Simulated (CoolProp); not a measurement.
Properties of hexamethyldisiloxane (MM) along the isotherm 346.85 °C.

Model: reference Helmholtz-energy equation of state, Thol 2016, in CoolProp.

```tsv
p (kPa)	phase	Z	speed of sound (m/s)	isothermal compressibility (1/MPa)	fugacity coefficient
362	gas	0.9648	174.3	2.864	0.9656
724	gas	0.9290	168.3	1.488	0.9320
1090	gas	0.8927	162.4	1.028	0.8991
1450	gas	0.8574	156.9	0.8031	0.8678
1810	gas	0.8229	151.7	0.6674	0.8377
2170	supercritical	0.7894	147.0	0.5763	0.8088
2530	supercritical	0.7573	142.8	0.5107	0.7812
2900	supercritical	0.7257	138.9	0.4594	0.7541
```
